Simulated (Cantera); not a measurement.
**Thermodynamics of carbon deposition, reforming and gasification, feed C + H2O**

Feed: 1 mol C, 0.038 mol H2O, at 0.890 bar.

Cantera equilibrium calculation (NASA polynomials, part measured and part estimated; ideal gas, pure solids and liquids). Candidate condensed phases: C, C6H6, C7H8, C8H18, H2O; 110 gas species. The numbers say what is thermodynamically allowed, not how fast it happens.

```tsv
T (K)	x CO	x H2	x H	x C2H2 (acetylene)	x C2H	n C(graphite)
2298	0.498	0.492	0.00712	0.00211	1.37e-6	0.962
2348	0.498	0.490	0.00917	0.00268	2.55e-6	0.962
2398	0.497	0.488	0.0117	0.00337	4.61e-6	0.961
2448	0.496	0.485	0.0147	0.00419	8.15e-6	0.961
2498	0.495	0.481	0.0183	0.00516	1.41e-5	0.961
2548	0.494	0.477	0.0226	0.00629	2.37e-5	0.961
2598	0.493	0.471	0.0277	0.00759	3.91e-5	0.961
2648	0.492	0.465	0.0336	0.00907	6.32e-5	0.961
2698	0.490	0.459	0.0405	0.0107	0.000100	0.960
2748	0.488	0.451	0.0483	0.0126	0.000156	0.960
2798	0.486	0.442	0.0572	0.0146	0.000239	0.960
2848	0.483	0.432	0.0673	0.0169	0.000359	0.959
2898	0.480	0.421	0.0785	0.0193	0.000531	0.959
2948	0.477	0.409	0.0909	0.0218	0.000773	0.958
```
x: gas mole fraction; n: condensed amount in mol.

From 2298 K to 2948 K the condensed part is C(graphite). The main C-bearing gas is CO throughout.
